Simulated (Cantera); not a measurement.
FeS + H2 + N2 (hydrogen reduction and annealing atmospheres)

A closed system holds: 1 mol FeS, 0.3 mol H2, 27 mol N2, held at 10.0 Torr.

Equilibrium computed with Cantera from the NASA thermochemical tables; the gas is ideal and each condensed phase is pure. Candidate condensed phases: Fe, FeS, FeS2, S; 16 gas species. Metal and sulfide melt together well below either melting point, which pure phases cannot show. Mutual solubility and eutectic melting of coexisting phases are not modelled. FeS: taken at fixed stoichiometry. Gases not in the tables: S3 to S7. Kinetics and transport are ignored.

From 1225 K to 1425 K the condensed part is Fe(γ) + FeS(s). From 1475 K to 1625 K the condensed part is Fe(γ) + FeS(l). At 1675 K the condensed part is Fe(δ) + FeS(l).

```tsv
T (K)	log p N2	log p H2	log p S2	log p Fe	n Fe(γ)	n FeS(s)	n FeS(l)	n Fe(δ)
1225	-1.88	-3.84	-7.16	-9.95	0.00176	0.998	0	0
1275	-1.88	-3.84	-6.64	-9.28	0.00289	0.997	0	0
1325	-1.88	-3.84	-6.15	-8.66	0.00542	0.995	0	0
1375	-1.88	-3.84	-5.70	-8.09	0.0114	0.989	0	0
1425	-1.88	-3.84	-5.29	-7.55	0.0254	0.975	0	0
1475	-1.88	-3.84	-4.92	-7.06	0.0547	0	0.945	0
1525	-1.88	-3.84	-4.64	-6.60	0.102	0	0.898	0
1575	-1.88	-3.85	-4.37	-6.17	0.184	0	0.815	0
1625	-1.88	-3.85	-4.12	-5.76	0.322	0	0.674	0
1675	-1.88	-3.86	-3.89	-5.38	0	0	0.442	0.549
```
log p: log10 of the partial pressure in bar; n: condensed amount in mol.
